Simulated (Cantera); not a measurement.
Charge: 1 mol B2O3, 25 mol NH3, 54 mol H2, held at 1.70 mbar.

These are equilibrium values from Cantera (NASA tables, ideal gas, pure condensed phases), not measurements of a reactor. Candidate condensed phases: B, BN, B2O3, B3O3H3, H2O; 39 gas species. Mutual solubility and eutectic melting of coexisting phases are not modelled. Rates play no part.

Question: At 1048 K, list the 4 most abundant gas species with their mole fractions, and the condensed phases.

Answer: H2 0.879, N2 0.120, H2O 0.000493, HBO2 3.68e-5. Condensed: BN(s) + B2O3(l).
